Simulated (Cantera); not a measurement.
Feed: 1 mol C2H2, 1 mol NH3, 0.3 mol N2, at 10.0 mbar.

These are equilibrium values from Cantera (NASA tables, ideal gas, pure condensed phases), not measurements of a reactor. Candidate condensed phases: C, C6H6, C7H8, C8H18; 92 gas species. Kinetics and transport are ignored.

Problem. What share of the C ends up in condensed phases as a function of T (K), at 2598, 2648, 2698, 2748, 2798, 2848, 2898?

Solution. 
```
T (K)  C condensed (%)           as
-----  ---------------  -----------
2598              90.4  C(graphite)
2648              89.1  C(graphite)
2698              87.6  C(graphite)
2748              85.8  C(graphite)
2798              83.4  C(graphite)
2848              80.0  C(graphite)
2898              74.8  C(graphite)
```
